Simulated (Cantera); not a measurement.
What does this Cantera script print?

```python
import numpy as np
import cantera as ct

gas_names = """
    B BCL BCL2 BCL3 BN BO BOCL BO2 B2 B2O B2O2 B2O3 B3O3CL3 CL CLO CL2 N NO NO2 NO3 N2 N2O O O2 O3
""".split()
cond_names = """
    B(b) B(L) BN(s) B2O3(L)
""".split()


def load(file, names, dense=False):
    # The tables refer to 1 bar. Condensed volumes are neglected.
    table = {s.name: s for s in ct.Species.list_from_file(file)}
    out = []
    for n in names:
        d = dict(table[n].input_data)
        d["thermo"] = dict(d["thermo"], **{"reference-pressure": 1e5})
        if dense:
            d["equation-of-state"] = {"model": "constant-volume", "density": "1e6 g/cm^3"}
        out.append(ct.Species.from_dict(d))
    return out


gas = ct.Solution(thermo="ideal-gas", species=load("nasa_gas.yaml", gas_names))
cond = {s.name: ct.Solution(thermo="fixed-stoichiometry", species=[s], name=s.name)
        for s in load("nasa_condensed.yaml", cond_names, dense=True)}
atoms = {
    'BCl3': {'B': 1, 'CL': 3},
    'O2': {'O': 2},
    'N2': {'N': 2},
}
top_T = {'BN(s)': 3200}  # K; cautious upper limits of use, not melting points


def equilibrate(T, P, feed):
    n = {}
    for name, mol in feed.items():
        for a, k in atoms[name].items():
            n[a] = n.get(a, 0.0) + k * mol
    gas.TPX = T, P, n
    mass = sum(n.values()) * gas.mean_molecular_weight
    gas.equilibrate("TP")
    valid = [c for c in cond.values() if c.min_temp <= T <= top_T.get(c.name, c.max_temp)]
    mix = ct.Mixture([(gas, mass / gas.mean_molecular_weight)] + [(c, 0.0) for c in valid])
    mix.T, mix.P = T, P
    mix.equilibrate("TP", solver="vcs", rtol=1e-11, max_steps=5000)
    return mix


results = []
feed = {'BCl3': 1, 'O2': 2, 'N2': 0.6}  # mol
P = 8900  # Pa
for T in [1273, 1323, 1373, 1423, 1473, 1523, 1573]:
    mix = equilibrate(T, P, feed)
    results.append((T, P, feed, dict(zip(mix.species_names, mix.species_moles))))
    x = sorted(zip(gas.X, gas.species_names), reverse=True)
    print(f"T = {T:g} K  P = {P:g} Pa  gas = {mix.phase_moles(0):.4g} mol")
    print("   x: " + "  ".join(f"{s} {v:.3e}" for v, s in x if v > 0.001))
    print("   condensed (mol): " + ("  ".join(f"{mix.phase(i).name} {mix.phase_moles(i):.4g}"
          for i in range(1, mix.n_phases) if mix.phase_moles(i) > 1e-12) or "none"))
```

Output:

```
T = 1273 K  P = 8900 Pa  gas = 3.386 mol
   x: CL2 4.322e-01  O2 3.690e-01  N2 1.771e-01  CL 2.138e-02
   condensed (mol): B2O3(L) 0.5
T = 1323 K  P = 8900 Pa  gas = 3.406 mol
   x: CL2 4.237e-01  O2 3.667e-01  N2 1.760e-01  CL 3.311e-02
   condensed (mol): B2O3(L) 0.4999
T = 1373 K  P = 8900 Pa  gas = 3.435 mol
   x: CL2 4.118e-01  O2 3.636e-01  N2 1.745e-01  CL 4.945e-02
   condensed (mol): B2O3(L) 0.4998
T = 1423 K  P = 8900 Pa  gas = 3.475 mol
   x: CL2 3.958e-01  O2 3.594e-01  N2 1.724e-01  CL 7.137e-02
   condensed (mol): B2O3(L) 0.4995
T = 1473 K  P = 8900 Pa  gas = 3.527 mol
   x: CL2 3.750e-01  O2 3.539e-01  N2 1.698e-01  CL 9.966e-02
   condensed (mol): B2O3(L) 0.4988
T = 1523 K  P = 8900 Pa  gas = 3.596 mol
   x: CL2 3.491e-01  O2 3.471e-01  N2 1.665e-01  CL 1.348e-01
   condensed (mol): B2O3(L) 0.4971
T = 1573 K  P = 8900 Pa  gas = 3.683 mol
   x: O2 3.389e-01  CL2 3.179e-01  CL 1.765e-01  N2 1.624e-01  BOCL 1.352e-03  B2O3 1.009e-03
   condensed (mol): B2O3(L) 0.4933
```

Cantera equilibrium calculation (NASA polynomials, part measured and part estimated; ideal gas, pure solids and liquids). The tables' values for BOCl are old estimates; treat these amounts as uncertain.
